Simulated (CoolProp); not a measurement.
Vapour pressure (MPa) of isopentane: the reference equation beside estimates from Tc = 460.3 K, pc = 3.378 MPa, ω = 0.227. Clausius-Clapeyron is anchored at 330.9 K with a constant enthalpy of vaporisation of 22.98 kJ/mol.

The numbers come from the reference Helmholtz-energy equation of state, Lemmon 2006 in CoolProp. It is a short technical equation, of lower accuracy than the large ones.

| T (K) | reference | Lee-Kesler | Clausius-Clapeyron | van der Waals | Redlich-Kwong | Soave-Redlich-Kwong | Peng-Robinson |
|---|---|---|---|---|---|---|---|
| 315.2 | [?] | 0.1612 | 0.1693 | 0.6044 | 0.2444 | 0.1612 | 0.1610 |
| 323 | 0.2046 | 0.2047 | 0.2092 | 0.6853 | [?] | 0.2046 | 0.2038 |
| 330.9 | 0.2566 | 0.2573 | 0.2566 | 0.7742 | [?] | 0.2572 | 0.2556 |
| 338.8 | 0.3181 | 0.3194 | [?] | 0.8702 | 0.4446 | 0.3195 | 0.3169 |
| 346.6 | 0.3891 | 0.3912 | 0.3746 | 0.9722 | 0.5308 | 0.3916 | 0.3879 |
| 354.5 | 0.4726 | 0.4755 | 0.4474 | 1.083 | 0.6294 | 0.4766 | 0.4714 |
| 362.4 | 0.5688 | 0.5724 | 0.5303 | 1.202 | 0.7401 | 0.5746 | 0.5678 |
| 370.2 | 0.6773 | 0.6816 | 0.6227 | 1.327 | 0.8620 | 0.6853 | 0.6768 |
| 378.1 | 0.8022 | 0.8071 | 0.7278 | 1.461 | 0.9989 | 0.8129 | 0.8025 |
| 386 | [?] | 0.9488 | 0.8453 | 1.604 | 1.150 | 0.9572 | 0.9449 |
| 393.8 | 1.100 | 1.106 | 0.9741 | [?] | 1.313 | 1.117 | 1.103 |
| 401.7 | [?] | 1.284 | 1.118 | 1.913 | 1.495 | 1.299 | 1.283 |

### Question
What belongs in the gaps?

### Answer

- 315.2, reference: 0.1616
- 323, Redlich-Kwong: 0.3013
- 330.9, Redlich-Kwong: 0.3680
- 338.8, Clausius-Clapeyron: 0.3118
- 386, reference: 0.9434
- 393.8, van der Waals: 1.753
- 401.7, reference: 1.278

Absolute difference from the reference over all 12 rows, mean and median: Lee-Kesler 0.5 and 0.5 %, Clausius-Clapeyron 6.4 and 6.1 %, van der Waals 136.0 and 120.2 %, Redlich-Kwong 32.6 and 31.6 %, Soave-Redlich-Kwong 0.9 and 0.9 %, Peng-Robinson 0.3 and 0.3 %.
